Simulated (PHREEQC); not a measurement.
Model water analysis in mg/L, 20 °C, pH 5.71, pe 1.9:

```csv
constituent,mg/L
Na,0.313
K,0.0356
Ca,0.634
Mg,0.135
Cl,0.513
S(6) as SO4,0.143
Alkalinity as HCO3,2.61
B,0.0192
Zn,0.101
```

Valence states are taken as typed.

Model: ion-association model, phreeqc.dat, run in PHREEQC.

The ionic strength is 8.66e-5 mol/kgw and the charge-balance error is 0.1 %.

```csv
species,molality,activity,log γ
CO2,0.000208,0.000208,0.000
HCO3-,4.47e-5,4.42e-5,-0.005
Ca+2,1.58e-5,1.52e-5,-0.019
Cl-,1.45e-5,1.43e-5,-0.005
Na+,1.36e-5,1.35e-5,-0.005
Mg+2,5.55e-6,5.32e-6,-0.018
H+,1.97e-6,1.95e-6,-0.005
H3BO3,1.78e-6,1.78e-6,0.000
Zn+2,1.53e-6,1.47e-6,-0.019
SO4-2,1.48e-6,1.42e-6,-0.019
K+,9.10e-7,9.01e-7,-0.005
ZnHCO3+,8.28e-9,8.19e-9,-0.005
CaHCO3+,7.94e-9,7.85e-9,-0.005
CaSO4,3.68e-9,3.68e-9,0.000
OH-,3.55e-9,3.51e-9,-0.005
```

This is a speciation only: nothing precipitates in the calculation.
